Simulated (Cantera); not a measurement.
Cantera run, input and output.

```python
import numpy as np
import cantera as ct

gas = ct.Solution("gri30.yaml")
gas.TPX = 1623, 25000, {'CH4': 1, 'N2': 85}
reactor = ct.IdealGasConstPressureReactor(gas, energy="off", clone=False)
net = ct.ReactorNet([reactor])
net.rtol, net.atol = 1e-08, 1e-18
show = ['CH4', 'C2H2', 'C2H4', 'H2', 'C2H6', 'CH2']
times = np.geomspace(2e-06, 100, 15)

steps = ct.SolutionArray(gas, extra=["t"])
rows = []
print(f"{'t/s':>10s}{'T/K':>9s}{'P/Pa':>11s}" + "".join(f"{s:>11s}" for s in show))
for t in times:
    while net.time < t:
        t_next = net.step()
        steps.append(gas.state, t=t_next)
    rows.append([np.interp(t, steps.t, y) for y in (steps.T, steps.P, *steps(*show).X.T)])
    print(f"{t:10.3e}{rows[-1][0]:9.1f}{rows[-1][1]:11.4g}" + "".join(f"{x:11.3e}" for x in rows[-1][2:]))
rate = np.gradient(steps.T, steps.t)
print("integrator steps:", len(steps.t))
if steps.T.max() > steps.T[0] + 200:
    print(f"time of steepest temperature rise: {steps.t[rate.argmax()]:.4e} s")
gas.TPX = 1623, 25000, {'CH4': 1, 'N2': 85}
gas.equilibrate("TP")
print(f"equilibrium (TP): T = {gas.T:.1f} K  " + "  ".join(f"{s} {gas[s].X[0]:.3e}" for s in show))
```

Output:

```
       t/s      T/K       P/Pa        CH4       C2H2       C2H4         H2       C2H6        CH2
 2.000e-06   1623.0    2.5e+04  1.163e-02  1.601e-21  9.670e-17  1.241e-09  2.465e-16  7.357e-16
 7.095e-06   1623.0    2.5e+04  1.163e-02  2.814e-19  5.325e-15  1.375e-08  1.365e-14  2.980e-14
 2.517e-05   1623.0    2.5e+04  1.163e-02  9.365e-17  5.365e-13  1.179e-07  9.357e-13  9.804e-13
 8.929e-05   1623.0    2.5e+04  1.163e-02  3.104e-14  4.655e-11  6.365e-07  6.052e-11  1.637e-11
 3.168e-04   1623.0    2.5e+04  1.162e-02  6.735e-12  2.642e-09  2.532e-06  2.861e-09  1.583e-10
 1.124e-03   1623.0    2.5e+04  1.161e-02  1.178e-09  1.242e-07  9.473e-06  9.717e-08  1.517e-09
 3.986e-03   1623.0    2.5e+04  1.155e-02  1.922e-07  5.133e-06  4.356e-05  1.937e-06  1.436e-08
 1.414e-02   1623.0    2.5e+04  1.107e-02  2.848e-05  1.471e-04  4.824e-04  1.779e-05  9.465e-08
 5.017e-02   1623.0    2.5e+04  7.985e-03  1.225e-03  4.768e-04  4.729e-03  1.732e-05  1.342e-07
 1.780e-01   1623.0    2.5e+04  4.151e-03  3.577e-03  7.582e-05  1.092e-02  3.684e-06  6.600e-08
 6.314e-01   1623.0    2.5e+04  1.487e-03  4.986e-03  1.013e-05  1.499e-02  4.901e-07  2.733e-08
 2.240e+00   1623.0    2.5e+04  4.146e-04  5.534e-03  2.736e-06  1.661e-02  4.069e-08  8.551e-09
 7.946e+00   1623.0    2.5e+04  1.111e-04  5.687e-03  2.242e-06  1.706e-02  3.009e-09  2.391e-09
 2.819e+01   1623.0    2.5e+04  3.125e-05  5.727e-03  2.229e-06  1.718e-02  2.463e-10  6.804e-10
 1.000e+02   1623.0    2.5e+04  1.207e-05  5.736e-03  2.233e-06  1.721e-02  4.285e-11  2.634e-10
integrator steps: 1544
equilibrium (TP): T = 1623.0 K  CH4 2.796e-06  C2H2 3.948e-04  C2H4 1.539e-07  H2 1.723e-02  C2H6 2.408e-12  CH2 6.104e-11
```

Cantera simulation using GRI-Mech 3.0 (53 species, 325 reactions); the numbers are that mechanism's predictions, not measurements. GRI-Mech 3.0 stops at C3 and has no aromatics, soot or wall deposition, so with more carbon than oxygen in the feed, carbon stays in small species such as C2H2 where larger ones or solid carbon would form.
